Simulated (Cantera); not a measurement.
**Si + Cl₂ + H₂ (silicon etching in halogen gases)**

A closed system holds: 1 mol Si, 0.78 mol Cl₂, 35 mol H₂, held at 0.680 bar.

Method: chemical equilibrium by Gibbs-energy minimisation in Cantera with the NASA 1993 tables (ideal gas, pure condensed phases). Candidate condensed phases: Si; 19 gas species. The tables' values for SiCl₃ are old estimates; treat these amounts as uncertain. Gases not in the tables: Si₂H₆ and higher silanes. Kinetics and transport are ignored.

| T (K) | x H₂ | x HCl | x SiHCl₃ | x SiCl₄ | x SiCl₂ | n Si(s) |
|---|---|---|---|---|---|---|
| 473 | 0.987 | 4.20e-7 | 0.00743 | 0.00531 | <1e-12 | 0.539 |
| 573 | 0.987 | 1.05e-5 | 0.00718 | 0.00544 | 4.25e-11 | 0.539 |
| 673 | 0.987 | 0.000100 | 0.00692 | 0.00556 | 6.47e-9 | 0.540 |
| 773 | 0.987 | 0.000526 | 0.00664 | 0.00562 | 2.63e-7 | 0.545 |
| 873 | 0.986 | 0.00186 | 0.00627 | 0.00552 | 4.45e-6 | 0.559 |
| 973 | 0.983 | 0.00496 | 0.00568 | 0.00510 | 4.02e-5 | 0.590 |
| 1073 | 0.979 | 0.0106 | 0.00474 | 0.00419 | 0.000224 | 0.644 |
| 1173 | 0.973 | 0.0186 | 0.00336 | 0.00276 | 0.000811 | 0.717 |
| 1273 | 0.967 | 0.0268 | 0.00182 | 0.00127 | 0.00192 | 0.786 |
| 1373 | 0.963 | 0.0320 | 0.000722 | 0.000379 | 0.00305 | 0.826 |
| 1473 | 0.962 | 0.0339 | 0.000245 | 9.19e-5 | 0.00375 | 0.838 |
| 1573 | 0.961 | 0.0343 | 8.54e-5 | 2.30e-5 | 0.00414 | 0.839 |
| 1673 | 0.961 | 0.0343 | 3.26e-5 | 6.48e-6 | 0.00440 | 0.835 |
x: gas mole fraction; n: condensed amount in mol.

From 473 K to 1673 K the condensed part is Si(s). The main Si-bearing gas is SiHCl₃ at 473 K and SiCl₂ at 1673 K.
